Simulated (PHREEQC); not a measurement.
Make-up at 25 °C: 0.21 mol CuSO4, 0.00077 mol H2SO4 and 0.0022 mol FeCl3 per kg of water. Closed to the air; pH follows from the charge balance.

All values are PHREEQC results (ion-association model, wateq4f.dat), not measurements.

This is a speciation only: nothing precipitates in the calculation.

Problem. Estimate the pH.

Solution. pH 3.36.

Problem. In which forms is Cl present?

Solution. Cl- 93 %, CuCl+ 6.6 % of the Cl.

Examples of supersaturated solids here: Hematite (slow to form), Goethite (slow to form). Others may be too.
